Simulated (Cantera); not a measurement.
An isothermal, constant-pressure homogeneous reactor starts with CO : O2 : H2O : N2 = 0.0018 : 0.0047 : 0.0016 : 1 (molar parts), at 1173 K and 2.37 atm.

Model: GRI-Mech 3.0 (53 species, 325 reactions), integrated in Cantera.

x: mole fraction; the columns are a selection and need not sum to one.

```csv
t (s),x CO,x O2,x H2O,x O,x H2
0.000200,0.00179,0.00466,0.00159,1.22e-10,<1e-12
0.000773,0.00179,0.00466,0.00159,5.22e-10,4.96e-12
0.00299,0.00179,0.00466,0.00159,6.25e-9,2.61e-10
0.0116,0.00174,0.00463,0.00158,7.32e-6,1.90e-6
0.0447,(withheld),0.00411,0.00158,6.04e-6,4.82e-6
0.173,(withheld),0.00382,0.00159,8.33e-7,5.83e-7
0.669,(withheld),0.00377,0.00159,5.12e-8,2.35e-8
2.59,(withheld),0.00377,0.00159,6.12e-9,1.19e-9
10.0,4.41e-10,0.00377,0.00159,1.41e-9,2.59e-10
```

Question: Some entries are withheld; supply them.

Answer: 
- 0.0447, x CO: 0.000678
- 0.173, x CO: 9.30e-5
- 0.669, x CO: 3.88e-6
- 2.59, x CO: 4.56e-8
